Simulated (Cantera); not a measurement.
Feed: 1 mol AlN, 0.23 mol I2, equilibrated at 10.0 Torr.

These are equilibrium values from Cantera (NASA tables, ideal gas, pure condensed phases), not measurements of a reactor. Candidate condensed phases: Al, AlI3, AlN, I2; 10 gas species. Rates play no part.

**Question.** At 1173 K, list the 5 most abundant gas species with their mole fractions, and the condensed phases.

**Answer.** AlI3 0.437, I 0.316, N2 0.219, I2 0.0280, AlI 3.26e-5. Condensed: AlN(s).
